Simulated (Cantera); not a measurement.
Charge: 1 mol CuO, 11 mol CO, 0.54 mol N₂, equilibrated at 10.0 mbar.

Cantera equilibrium calculation (NASA polynomials, part measured and part estimated; ideal gas, pure solids and liquids). Candidate condensed phases: C, Cu, CuO, Cu₂O; 27 gas species. Rates play no part.

**Question.** Which condensed phases are stable at each of these points (T (°C)): 1127, 1177, 1227, 1277, 1327, 1377, 1427, 1477, 1527, 1577, 1627, 1677?

**Answer.** 
```tsv
T (°C)	condensed phases	Cu condensed (%)
1127	Cu(l)	99.8
1177	Cu(l)	99.6
1227	Cu(l)	99.0
1277	Cu(l)	97.9
1327	Cu(l)	95.4
1377	Cu(l)	90.5
1427	Cu(l)	81.3
1477	Cu(l)	64.4
1527	Cu(l)	33.7
1577	gas only	0.0
1627	gas only	0.0
1677	gas only	0.0
```

From 1127 °C to 1527 °C the condensed part is Cu(l). From 1577 °C to 1677 °C nothing is condensed.
